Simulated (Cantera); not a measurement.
Input (Python, Cantera):

```python
import numpy as np
import cantera as ct

gas = ct.Solution("h2o2.yaml")
gas.TPX = 900, 2666, {'H2': 0.032, 'O2': 0.31}
reactor = ct.IdealGasConstPressureReactor(gas, energy="off", clone=False)
net = ct.ReactorNet([reactor])
net.rtol, net.atol = 1e-08, 1e-18
show = ['H2', 'O2', 'H2O2', 'OH', 'H2O']
times = np.geomspace(0.0005, 80, 15)

steps = ct.SolutionArray(gas, extra=["t"])
rows = []
print(f"{'t/s':>10s}{'T/K':>9s}{'P/Pa':>11s}" + "".join(f"{s:>11s}" for s in show))
for t in times:
    while net.time < t:
        t_next = net.step()
        steps.append(gas.state, t=t_next)
    rows.append([np.interp(t, steps.t, y) for y in (steps.T, steps.P, *steps(*show).X.T)])
    print(f"{t:10.3e}{rows[-1][0]:9.1f}{rows[-1][1]:11.4g}" + "".join(f"{x:11.3e}" for x in rows[-1][2:]))
rate = np.gradient(steps.T, steps.t)
print("integrator steps:", len(steps.t))
if steps.T.max() > steps.T[0] + 200:
    print(f"time of steepest temperature rise: {steps.t[rate.argmax()]:.4e} s")
gas.TPX = 900, 2666, {'H2': 0.032, 'O2': 0.31}
gas.equilibrate("TP")
print(f"equilibrium (TP): T = {gas.T:.1f} K  " + "  ".join(f"{s} {gas[s].X[0]:.3e}" for s in show))
```

It prints:

```
       t/s      T/K       P/Pa         H2         O2       H2O2         OH        H2O
 5.000e-04    900.0       2666  9.357e-02  9.064e-01  5.374e-15  1.919e-11  9.619e-11
 1.177e-03    900.0       2666  9.357e-02  9.064e-01  4.675e-14  3.953e-10  2.723e-09
 2.770e-03    900.0       2666  9.356e-02  9.064e-01  2.144e-11  3.676e-07  2.621e-06
 6.518e-03    900.0       2666  1.771e-02  8.874e-01  9.328e-07  2.611e-03  6.923e-02
 1.534e-02    900.0       2666  1.460e-03  9.011e-01  5.978e-07  3.032e-04  9.635e-02
 3.611e-02    900.0       2666  4.472e-04  9.017e-01  3.295e-07  9.546e-05  9.762e-02
 8.498e-02    900.0       2666  1.490e-04  9.018e-01  1.903e-07  4.517e-05  9.798e-02
 2.000e-01    900.0       2666  4.263e-05  9.018e-01  1.018e-07  2.366e-05  9.810e-02
 4.707e-01    900.0       2666  9.521e-06  9.018e-01  4.975e-08  1.237e-05  9.814e-02
 1.108e+00    900.0       2666  1.614e-06  9.018e-01  2.315e-08  6.262e-06  9.815e-02
 2.607e+00    900.0       2666  2.040e-07  9.018e-01  1.036e-08  3.185e-06  9.816e-02
 6.137e+00    900.0       2666  1.824e-08  9.018e-01  4.584e-09  1.714e-06  9.816e-02
 1.444e+01    900.0       2666  1.583e-09  9.018e-01  2.089e-09  9.907e-07  9.816e-02
 3.399e+01    900.0       2666  3.572e-10  9.018e-01  9.754e-10  6.030e-07  9.816e-02
 8.000e+01    900.0       2666  1.277e-10  9.018e-01  4.539e-10  3.773e-07  9.816e-02
integrator steps: 1739
equilibrium (TP): T = 900.0 K  H2 2.038e-12  O2 9.018e-01  H2O2 1.036e-11  OH 4.645e-08  H2O 9.816e-02
```

Detailed kinetics in Cantera: the H2/O2 subset of GRI-Mech 3.0, which has no nitrogen chemistry. Radical loss at walls, strong at low pressure, is not modelled. Below about 950 K walls govern HO2 and H2O2 in real vessels. The temperature is held fixed by assumption; the heat of reaction is taken as removed at once.
